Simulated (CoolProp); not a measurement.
Fluorine along the isobar 200 bar: density (kg/m³) from the reference equation and from simpler models built on Tc = 144.4 K, pc = 52.40 bar, ω = 0.045; each cubic takes its own stable root.

Computed with CoolProp (reference Helmholtz-energy equation of state, de Reuck 1990).

| T (K) | phase | reference |
|---|---|---|
| 84.5 | liquid | 1552 |
| 102.4 | liquid | 1442 |
| 120.3 | liquid | 1321 |
| 138.2 | liquid | 1187 |
| 156.1 | supercritical | 1033 |
| 174 | supercritical | 858.0 |
| 191.9 | supercritical | 688.4 |
| 209.8 | supercritical | 562.4 |

### Question
How far does each simpler model (van der Waals, Redlich-Kwong) lie from the reference over these 8 states: mean and median of the absolute difference, and the worst?

### Answer
- van der Waals: mean 18.5 %, median 21.9 %, worst -29.4 % at 84.5 K and 200 bar
- Redlich-Kwong: mean 1.7 %, median 1.6 %, worst -3.6 % at 174 K and 200 bar
